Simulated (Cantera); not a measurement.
An isothermal, constant-pressure homogeneous reactor starts with 15.4 % NH3, 84.6 % N2, at 1650 K and 1.01 bar.

Computed with Cantera and the gas-phase N/H chemistry of the illustrative SiF4/NH3 mechanism in the Surface Chemkin manual (1991). Walls and surfaces, which speed up NH3 decomposition in real reactors, are not modelled.

One state of this run: x NH3 = 0.150; x NH2 = 6.10e-5; x H2 = 0.00482; x N2 = 0.845; x H = 8.27e-7. x: mole fraction; the columns are a selection and need not sum to one.

Which value of t (s) does it belong to?
A. 0.00775
B. 0.0727
C. 6.40
D. 0.682

B, 0.0727
